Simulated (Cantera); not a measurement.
Feed: 1 mol PbO, 0.91 mol CO, 11 mol N₂, held at 2598.15 K and 7.50 Torr.

These are equilibrium values from Cantera (NASA tables, ideal gas, pure condensed phases), not measurements of a reactor. Candidate condensed phases: C, Pb, PbO, PbO₂, Pb₃O₄; 27 gas species. The numbers say what is thermodynamically allowed, not how fast it happens.

Base state: N₂ 0.811, Pb 0.0719, CO 0.0565, O 0.0269, O₂ 0.0136, CO₂ 0.0108, NO 0.00700, PbO 0.00216 (mole fractions); condensed: gas only.

**Question.** What changes in the equilibrium state with this change: pressure from 7.50 Torr to 1 atm?

**Answer.** 
| species | before | after |
|---|---|---|
| N₂ | 0.811 | 0.839 |
| Pb | 0.0719 | 0.0626 |
| CO₂ | 0.0108 | 0.0408 |
| CO | 0.0565 | 0.0288 |
| O | 0.0269 | 0.00196 |
| PbO | 0.00216 | 0.0139 |
| O₂ | 0.0136 | 0.00731 |
| NO | 0.00700 | 0.00523 |
Gases not in the tables: (PbO)n polymers.

**Question.** What changes in the equilibrium state with this change: N₂ from 11 to 2.3 mol?

**Answer.** 
```csv
species,before,after
N₂,0.811,0.486
Pb,0.0719,0.202
CO,0.0565,0.144
PbO,0.00216,0.0112
CO₂,0.0108,0.0507
O₂,0.0136,0.0461
O,0.0269,0.0495
NO,0.00700,0.00999
```
Gases not in the tables: (PbO)n polymers.
